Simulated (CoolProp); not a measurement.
The numbers come from the reference Helmholtz-energy equation of state, Lemmon 2006 in CoolProp. It is a short technical equation, of lower accuracy than the large ones.

Question: For toluene, give the phase and the cp (kJ/(kg K)), speed of sound (m/s) at 464.6 K and 1.01 bar; 516.4 K and 1.01 bar.

Answer: 
- 464.6 K and 1.01 bar: gas; cp 1.76, speed of sound 206
- 516.4 K and 1.01 bar: gas; cp 1.91, speed of sound 218
